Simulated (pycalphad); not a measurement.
Effect of Si content in Mg-Si-Al

Computed with pycalphad from the COST 507 light-alloy database (1999), at 1 atm. The data set is of 1999 and partly superseded. Phase fractions are per mole of atoms.

```json
[
 {"alloy": "Mg-0.06Si-13.05Al (at.%)", "liquidus (K)": "847", "first solid": "hcp", "solidus (K)": "709", "phases at 525 K": "hcp 0.76, ALMG_GAMMA 0.24, MG2SI under 0.01"},
 {"alloy": "Mg-0.12Si-13.05Al (at.%)", "liquidus (K)": "846", "first solid": "hcp", "solidus (K)": "709", "phases at 525 K": "hcp 0.76, ALMG_GAMMA 0.24, MG2SI under 0.01"},
 {"alloy": "Mg-0.18Si-13.05Al (at.%)", "liquidus (K)": "846", "first solid": "hcp", "solidus (K)": "709", "phases at 525 K": "hcp 0.75, ALMG_GAMMA 0.24, MG2SI 0.01"},
 {"alloy": "Mg-0.24Si-13.05Al (at.%)", "liquidus (K)": "845", "first solid": "hcp", "solidus (K)": "709", "phases at 525 K": "hcp 0.75, ALMG_GAMMA 0.24, MG2SI 0.01"},
 {"alloy": "Mg-0.36Si-13.05Al (at.%)", "liquidus (K)": "844", "first solid": "hcp", "solidus (K)": "709", "phases at 525 K": "hcp 0.75, ALMG_GAMMA 0.24, MG2SI 0.01"},
 {"alloy": "Mg-0.96Si-13.05Al (at.%)", "liquidus (K)": "856", "first solid": "MG2SI", "solidus (K)": "709", "phases at 525 K": "hcp 0.73, ALMG_GAMMA 0.24, MG2SI 0.03"}
]
```

Database names, with the compositions (at.%) that they take in these runs: MG2SI: Mg 67 Si 33; ALMG_GAMMA: Mg 59 Al 40.
